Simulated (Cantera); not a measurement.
A closed system holds: 1 mol CuO, 1.2 mol CH4, 2.6 mol H2, held at 490000 Pa.

Method: chemical equilibrium by Gibbs-energy minimisation in Cantera with the NASA 1993 tables (ideal gas, pure condensed phases). Candidate condensed phases: C, C6H6, C7H8, C8H18, Cu, CuO, Cu(OH)2, Cu2O, H2O; 113 gas species. The numbers say what is thermodynamically allowed, not how fast it happens.

log p: log10 of the partial pressure in bar; n: condensed amount in mol.

| T (°C) | log p H2 | log p CO | log p CH4 | log p H2O | log p Cu | log p CO2 | n Cu(s) | n C(graphite) | n Cu(l) |
|---|---|---|---|---|---|---|---|---|---|
| 800 | 0.54 | -0.24 | -0.28 | -0.56 | -9.62 | -1.30 | 1.00 | 0 | 0 |
| 950 | 0.59 | -0.11 | -0.70 | -1.22 | -7.64 | -2.07 | 1.00 | 0.0508 | 0 |
| 1100 | 0.60 | -0.09 | -1.10 | -1.82 | -6.10 | -2.82 | 0 | 0.124 | 1.000 |
| 1250 | 0.61 | -0.09 | -1.43 | -2.32 | -4.92 | -3.44 | 0 | 0.160 | 1.000 |
| 1400 | 0.61 | -0.09 | -1.70 | -2.73 | -3.95 | -3.94 | 0 | 0.177 | 1.000 |
| 1550 | 0.61 | -0.09 | ? | ? | ? | ? | 0 | 0.184 | 0.999 |
| 1700 | 0.61 | -0.09 | -2.12 | -3.36 | -2.48 | -4.71 | 0 | 0.185 | 0.996 |
| 1850 | 0.61 | -0.09 | ? | ? | ? | ? | 0 | 0.177 | 0.984 |
| 2000 | 0.60 | -0.09 | -2.44 | -3.83 | -1.40 | -5.27 | 0 | 0.157 | 0.950 |
| 2150 | 0.59 | -0.10 | -2.58 | -4.03 | -0.97 | -5.50 | 0 | 0.119 | 0.861 |

Problem. Complete the blanks.

Solution. 
- 1850, log p CH4: -2.29
- 1850, log p H2O: -3.61
- 1850, log p Cu: -1.90
- 1850, log p CO2: -5.01
- 1550, log p CH4: -1.93
- 1550, log p H2O: -3.07
- 1550, log p Cu: -3.15
- 1550, log p CO2: -4.36
